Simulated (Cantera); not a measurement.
Feed: 1 mol CaCO₃, 2.7 mol H₂, 1.6 mol CO₂, 0.076 mol CH₄, held at 18.0 Pa.

These are equilibrium values from Cantera (NASA tables, ideal gas, pure condensed phases), not measurements of a reactor. Candidate condensed phases: C, C₆H₆, C₇H₈, C₈H₁₈, Ca, CaCO₃, CaO, Ca(OH)₂, H₂O; 115 gas species. Kinetics and transport are ignored.

Question: At 1450 °C, list the 5 most abundant gas species with their mole fractions, and the condensed phases.

Answer: CO 0.336, H₂O 0.308, H₂ 0.202, CO₂ 0.146, H 0.00612. Condensed: CaO(s).
